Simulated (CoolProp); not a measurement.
A single-stage vapour-compression cycle with carbon dioxide: evaporating at 245.15 K (dew point), condensing at 277.15 K (bubble point), superheat 5 K, subcooling 2 K, compressor efficiency 0.6, no pressure losses. Each further row changes one setting.

Computed with CoolProp (reference Helmholtz-energy equation of state, Span 1996).

| case | cooling COP | pressure ratio | discharge temperature (K) | refrigerating effect (kJ/kg) | volumetric capacity (kJ/m³) |
|---|---|---|---|---|---|
| as stated | 3.47 | 2.54 | 338.4 | 238 | 9110 |
| evaporating temperature 250.15 K | 4.30 | 2.16 | 327.3 | 238 | 10700 |
| condensing temperature 272.15 K | 4.31 | 2.22 | 325.1 | 250 | 9570 |
| subcooling 7 K | 3.66 | 2.54 | 338.4 | 250 | 9580 |
| superheat 15 K | 3.40 | 2.54 | 352.4 | 249 | 8920 |
| compressor efficiency 0.5 | 2.90 | 2.54 | 350.7 | 238 | 9110 |
